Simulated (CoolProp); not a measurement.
Values from CoolProp's reference Helmholtz-energy equation of state, Thol 2019.

Problem. For tetradecamethylhexasiloxane (MD4M), give the phase and the cp (kJ/(kg K)), cv (kJ/(kg K)), fugacity coefficient at 620 K and 4140 kPa.

Solution. 
- 620 K and 4140 kPa: liquid; cp 2.30, cv 2.11, fugacity coefficient 0.158
